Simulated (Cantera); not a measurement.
# Stirred combustor or abatement burner

A perfectly stirred reactor is fed with 9.43 % CH₄, 3.49 % C₂H₆, 18.3 % O₂, 68.8 % N₂, equivalence ratio 1.7, at 0.237 atm; it is adiabatic with a 598 K inlet, and is followed from long to short residence time, starting on the burning branch (τ in s: 0.024, 0.01, 0.0047, 0.0021, 0.00091, 0.00041, 0.00018, 8e-05, 3.5e-05, 1.6e-05, 6.9e-06, 3.1e-06).

Computed with Cantera and GRI-Mech 3.0 (53 species, 325 reactions).

| τ (s) | T (K) | x CH₄ | x C₂H₆ | x O₂ | x C₂H₂ | x N₂O | x CH₂CO | x C₂H |
|---|---|---|---|---|---|---|---|---|
| 0.024 | 1976 | 0.000696 | 4.97e-6 | 0.000577 | 0.000752 | 5.18e-8 | 4.87e-6 | 4.38e-7 |
| 0.010 | 1969 | 0.00115 | 1.17e-5 | 0.00123 | 0.00145 | 4.66e-8 | 1.08e-5 | 9.27e-7 |
| 0.0047 | 1957 | 0.00175 | 2.54e-5 | 0.00241 | 0.00228 | 3.17e-8 | 2.07e-5 | 1.55e-6 |
| 0.0021 | 1928 | 0.00286 | 6.22e-5 | 0.00512 | 0.00332 | 1.67e-8 | 4.20e-5 | 2.23e-6 |
| 0.00091 | 1836 | 0.00649 | 0.000241 | 0.0146 | 0.00470 | 5.07e-9 | 0.000131 | 2.09e-6 |
| 0.00041 | 598 | 0.0943 | 0.0349 | 0.183 | <1e-12 | <1e-12 | <1e-12 | <1e-12 |
| 0.00018 | 598 | 0.0943 | 0.0349 | 0.183 | <1e-12 | <1e-12 | <1e-12 | <1e-12 |
| 8.0e-5 | 598 | 0.0943 | 0.0349 | 0.183 | <1e-12 | <1e-12 | <1e-12 | <1e-12 |
| 3.5e-5 | 598 | 0.0943 | 0.0349 | 0.183 | <1e-12 | <1e-12 | <1e-12 | <1e-12 |
| 1.6e-5 | 598 | 0.0943 | 0.0349 | 0.183 | <1e-12 | <1e-12 | <1e-12 | <1e-12 |
| 6.9e-6 | 598 | 0.0943 | 0.0349 | 0.183 | <1e-12 | <1e-12 | <1e-12 | <1e-12 |
| 3.1e-6 | 598 | 0.0943 | 0.0349 | 0.183 | <1e-12 | <1e-12 | <1e-12 | <1e-12 |
x: mole fraction; the columns are a selection and need not sum to one.
